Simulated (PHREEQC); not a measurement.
A solution holds 0.012 mol TMAH and 0.00011 mol H4SiO4 per kg of water, at 45 °C. Closed to the air; pH follows from the charge balance.

Model: ion-association model, wateq4f.dat, run in PHREEQC.

| quantity | before | after |
|---|---|---|
| pH | 11.43 | 11.17 |
| H3SiO4- (mol/kgw) | 0.000101 | 0.000101 |
| H4SiO4 (mol/kgw) | 1.22e-6 | 1.71e-6 |
| SI of Quartz (SiO2) | -2.21 | -2.19 |

Problem. Which change was made?
A) temperature from 45 to 35 °C
B) H4SiO4 from 0.00011 to 0.000121 mol/kgw
C) H4SiO4 from 0.00011 to 9.9e-05 mol/kgw
D) H4SiO4 replaced by Na2SiF6 at the same molality
E) temperature from 45 to 55 °C

Solution. E, temperature from 45 to 55 °C

No solid was allowed to form. (CH3)4N+ isn't in the database: it is added as a free cation with an ion size of 4 Å. Constants without temperature data keep their 25 °C values here.
